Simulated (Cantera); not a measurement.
Input (Python, Cantera) and output of one run.

```python
import numpy as np
import cantera as ct

gas_names = [...]  # 91 gases of nasa_gas.yaml made of C, Cl, H
cond_names = """
    C(gr) C6H6(L) C7H8(L) C8H18(L),n-octa
""".split()


# ... load() reads the species with a 1 bar reference pressure and builds the phases ...
atoms = {
    'CH3Cl': {'C': 1, 'H': 3, 'CL': 1},
    'CH4': {'C': 1, 'H': 4},
    'H2': {'H': 2},
}
top_T = {'C(gr)': 4500}  # K; cautious upper limits of use, not melting points


# ... equilibrate(T, P, feed) seeds the gas with the atoms and calls Mixture.equilibrate('TP', solver="vcs", rtol=1e-11, max_steps=5000) ...
results = []
feed = {'CH3Cl': 1, 'CH4': 0.55, 'H2': 11}  # mol
T = 3300  # K
P = 4.3  # Pa
mix = equilibrate(T, P, feed)
results.append((T, P, feed, dict(zip(mix.species_names, mix.species_moles))))
print(gas.report(threshold=0.0001))
for i in range(1, mix.n_phases):
    print(f"{mix.phase(i).name:16s} {mix.phase_moles(i):12.5e} mol")
```

It prints:

```
       temperature   3300 K
          pressure   4.3 Pa
           density   4.2944e-07 kg/m^3
  mean mol. weight   2.7402 kg/kmol
   phase of matter   gas

                          1 kg             1 kmol
                     ---------------   ---------------
          enthalpy        1.1063e+08        3.0316e+08  J
   internal energy        1.0062e+08        2.7572e+08  J
           entropy             93173        2.5531e+05  J/K
    Gibbs function       -1.9684e+08       -5.3938e+08  J
 heat capacity c_p            7611.7             20858  J/K
 heat capacity c_v            4577.4             12543  J/K

                      mass frac. Y      mole frac. X     chem. pot. / RT
                     ---------------   ---------------   ---------------
                 C           0.22706          0.051801           -9.6544
                C2          0.001343         0.0001532           -19.309
                CL           0.43486          0.033614           -32.888
                 H           0.33627           0.91414           -19.732
                H2        0.00019812        0.00026929           -39.465
     [  +86 minor]        0.00026946        2.1434e-05

C(gr)             0.00000e+00 mol
```

Cantera equilibrium calculation (NASA polynomials, part measured and part estimated; ideal gas, pure solids and liquids).
